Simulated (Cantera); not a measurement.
Thermodynamics of roasting and sulfation, feed Fe2O3 + H2S + O2

A closed system holds: 1 mol Fe2O3, 2 mol H2S, 0.28 mol O2, held at 875 K and 59.0 mbar.

Cantera equilibrium calculation (NASA polynomials, part measured and part estimated; ideal gas, pure solids and liquids). Candidate condensed phases: Fe, FeO, Fe(OH)2, Fe(OH)3, FeS, FeSO4, FeS2, Fe2O3, Fe2(SO4)3, Fe3O4, H2O, H2SO4, S; 22 gas species. FeS: taken at fixed stoichiometry. Gases not in the tables: S3 to S7. The numbers say what is thermodynamically allowed, not how fast it happens.

| Quantity | Value |
|---|---|
| x(H2O) | 0.798 |
| x(SO2) | 0.184 |
| x(H2S) | 0.0115 |
| x(S2) | 0.00570 |
| x(H2) | 0.000994 |
| x(S2O) | 0.000273 |
| x(SO) | 1.95e-6 |
| n(FeS(s)) | 1.49 mol |
| n(Fe3O4(s)) | 0.171 mol |
| gas amount | 2.469 mol |
| log10 activity of S(l) (absent) | -1.71 |
| log10 activity of Fe(α) (absent) | -4.51 |
| log10 activity of FeSO4(s) (absent) | -5.17 |
